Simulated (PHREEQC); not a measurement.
0.064 g of hydrous ferric oxide (600 m²/g; 0.2 weak and 0.005 strong sites per Fe, Dzombak-Morel constants, diffuse double layer) in 1 kg of water with 0.1 mol/kgw of an inert sodium salt and 0.00064 mmol/kgw MgCl2, 0.0086 mmol/kgw ZnCl2 and 0.053 mmol/kgw SrCl2, at 25 °C; the pH is set by adding NaOH or the inert anion's acid. O2 is buffered at 0.21 atm. The system is closed to CO2. Nothing may precipitate in this run.

Computed with PHREEQC (ion-association model, wateq4f.dat).

```json
[
 {"pH": "3", "Mg sorbed (%)": "0.0", "Zn sorbed (%)": "0.0", "Sr sorbed (%)": "0.0", "surface charge σ (C/m²)": "0.363", "surface potential ψ (mV)": "153"},
 {"pH": "3.5", "Mg sorbed (%)": "0.0", "Zn sorbed (%)": "0.0", "Sr sorbed (%)": "0.0", "surface charge σ (C/m²)": "0.350", "surface potential ψ (mV)": "151"},
 {"pH": "4", "Mg sorbed (%)": "0.0", "Zn sorbed (%)": "0.0", "Sr sorbed (%)": "0.0", "surface charge σ (C/m²)": "0.321", "surface potential ψ (mV)": "147"},
 {"pH": "4.5", "Mg sorbed (%)": "0.0", "Zn sorbed (%)": "0.1", "Sr sorbed (%)": "0.0", "surface charge σ (C/m²)": "0.273", "surface potential ψ (mV)": "138"},
 {"pH": "5", "Mg sorbed (%)": "0.0", "Zn sorbed (%)": "0.4", "Sr sorbed (%)": "0.0", "surface charge σ (C/m²)": "0.215", "surface potential ψ (mV)": "126"},
 {"pH": "5.5", "Mg sorbed (%)": "0.0", "Zn sorbed (%)": "3.0", "Sr sorbed (%)": "0.0", "surface charge σ (C/m²)": "0.159", "surface potential ψ (mV)": "111"},
 {"pH": "6", "Mg sorbed (%)": "0.0", "Zn sorbed (%)": "14.4", "Sr sorbed (%)": "0.0", "surface charge σ (C/m²)": "0.112", "surface potential ψ (mV)": "94"},
 {"pH": "6.5", "Mg sorbed (%)": "0.0", "Zn sorbed (%)": "35.0", "Sr sorbed (%)": "0.0", "surface charge σ (C/m²)": "0.076", "surface potential ψ (mV)": "75"},
 {"pH": "7", "Mg sorbed (%)": "0.1", "Zn sorbed (%)": "59.3", "Sr sorbed (%)": "0.0", "surface charge σ (C/m²)": "0.048", "surface potential ψ (mV)": "55"},
 {"pH": "7.5", "Mg sorbed (%)": "0.9", "Zn sorbed (%)": "87.1", "Sr sorbed (%)": "0.0", "surface charge σ (C/m²)": "0.026", "surface potential ψ (mV)": "34"},
 {"pH": "8", "Mg sorbed (%)": "6.6", "Zn sorbed (%)": "97.8", "Sr sorbed (%)": "0.2", "surface charge σ (C/m²)": "0.008", "surface potential ψ (mV)": "11"},
 {"pH": "8.5", "Mg sorbed (%)": "35.2", "Zn sorbed (%)": "99.5", "Sr sorbed (%)": "1.2", "surface charge σ (C/m²)": "-0.009", "surface potential ψ (mV)": "-12"},
 {"pH": "9", "Mg sorbed (%)": "78.7", "Zn sorbed (%)": "99.7", "Sr sorbed (%)": "5.7", "surface charge σ (C/m²)": "-0.026", "surface potential ψ (mV)": "-34"},
 {"pH": "9.5", "Mg sorbed (%)": "95.0", "Zn sorbed (%)": "99.5", "Sr sorbed (%)": "19.4", "surface charge σ (C/m²)": "-0.043", "surface potential ψ (mV)": "-51"},
 {"pH": "10", "Mg sorbed (%)": "98.5", "Zn sorbed (%)": "98.4", "Sr sorbed (%)": "42.7", "surface charge σ (C/m²)": "-0.058", "surface potential ψ (mV)": "-63"},
 {"pH": "10.5", "Mg sorbed (%)": "99.4", "Zn sorbed (%)": "93.9", "Sr sorbed (%)": "64.5", "surface charge σ (C/m²)": "-0.070", "surface potential ψ (mV)": "-72"},
 {"pH": "11", "Mg sorbed (%)": "99.7", "Zn sorbed (%)": "74.6", "Sr sorbed (%)": "79.4", "surface charge σ (C/m²)": "-0.084", "surface potential ψ (mV)": "-80"}
]
```

The oxide is taken as insoluble; below pH 4 it would dissolve.
